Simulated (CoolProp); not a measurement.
Isohexane along the isotherm 272.25 °C: Z from the reference equation and from simpler models built on Tc = 224.6 °C, pc = 3043 kPa, ω = 0.280; each cubic takes its own stable root.

Model: reference Helmholtz-energy equation of state, Lemmon 2006, in CoolProp. It is a short technical equation, of lower accuracy than the large ones.

```json
[
 {"p (kPa)": "14.4", "phase": "gas", "reference": "0.9988"},
 {"p (kPa)": "21.2", "phase": "gas", "reference": "0.9982"},
 {"p (kPa)": "31.1", "phase": "gas", "reference": "0.9974"},
 {"p (kPa)": "45.6", "phase": "gas", "reference": "0.9962"},
 {"p (kPa)": "67", "phase": "gas", "reference": "0.9944"},
 {"p (kPa)": "98.3", "phase": "gas", "reference": "0.9918"},
 {"p (kPa)": "144", "phase": "gas", "reference": "0.9880"},
 {"p (kPa)": "212", "phase": "gas", "reference": "0.9823"},
 {"p (kPa)": "311", "phase": "gas", "reference": "0.9739"},
 {"p (kPa)": "456", "phase": "gas", "reference": "0.9614"},
 {"p (kPa)": "670", "phase": "gas", "reference": "0.9426"},
 {"p (kPa)": "983", "phase": "gas", "reference": "0.9142"},
 {"p (kPa)": "1440", "phase": "gas", "reference": "0.8707"},
 {"p (kPa)": "2120", "phase": "gas", "reference": "0.8008"},
 {"p (kPa)": "3110", "phase": "supercritical", "reference": "0.6858"},
 {"p (kPa)": "4560", "phase": "supercritical", "reference": "0.4916"}
]
```

Task: How far does each simpler model (van der Waals, Redlich-Kwong, Soave-Redlich-Kwong, Peng-Robinson) lie from the reference over these 16 states: mean and median of the absolute difference, and the worst?

Result: 
- van der Waals: mean 0.9 %, median 0.1 %, worst -10.9 % at 272.25 °C and 4560 kPa
- Redlich-Kwong: mean 0.4 %, median 0.1 %, worst -3.9 % at 272.25 °C and 4560 kPa
- Soave-Redlich-Kwong: mean 0.9 %, median 0.0 %, worst +9.2 % at 272.25 °C and 4560 kPa
- Peng-Robinson: mean 0.6 %, median 0.3 %, worst +2.9 % at 272.25 °C and 4560 kPa
